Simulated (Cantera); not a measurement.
A freely propagating, adiabatic, planar premixed flame of 9.73 % CH₄, 0.808 % C₂H₆, 18.6 % O₂, 69.9 % N₂, 0.973 % H₂O, equivalence ratio 1.2, unburnt at 375 K and 1.00 bar; mixture-averaged transport, grid criteria slope 0.08 and curve 0.16, no radiation.

Detailed kinetics in Cantera: GRI-Mech 3.0 (53 species, 325 reactions). Burning velocities carry a grid error of a few per cent, more on coarse grids.

x: mole fraction of selected species; z is measured from the peak of heat release.

```tsv
z (mm)	T (K)	u (m/s)	x CH₄	x C₂H₆	x O₂	x H₂	x HCO	x O
-1.27	375	0.494	0.0972	0.00807	0.186	0.00121	<1e-8	<1e-8
-0.849	377	0.498	0.0968	0.00805	0.185	0.00406	<1e-8	<1e-8
-0.637	388	0.514	0.0958	0.00801	0.184	___	<1e-8	<1e-8
-0.425	481	0.643	0.0901	0.00779	0.177	0.0159	<1e-8	1.24e-8
-0.212	982	1.34	0.0615	0.00576	0.135	0.0277	5.04e-7	4.75e-6
-0.106	1416	1.96	0.0338	0.00271	0.0899	0.0333	1.23e-5	6.97e-5
0	1791	2.50	0.00854	0.000197	0.0424	0.0349	4.18e-5	0.000431
0.106	1950	2.72	0.000755	1.23e-6	0.0160	0.0311	1.73e-5	0.00107
0.212	1991	2.77	___	<1e-8	___	0.0286	___	___
0.425	2023	2.80	9.13e-8	<1e-8	0.00367	0.0284	1.10e-7	0.00122
0.849	2059	2.84	<1e-8	<1e-8	0.00250	0.0285	8.09e-8	0.000882
1.70	2100	2.89	<1e-8	<1e-8	0.00154	0.0279	5.71e-8	0.000526
3.40	2135	2.94	<1e-8	<1e-8	0.000762	0.0273	3.66e-8	0.000251
```

Q: What belongs in the gaps?

A: 
- -0.637, x H₂: 0.00787
- 0.212, x CH₄: 3.65e-5
- 0.212, x O₂: 0.00721
- 0.212, x HCO: 1.58e-6
- 0.212, x O: 0.00135
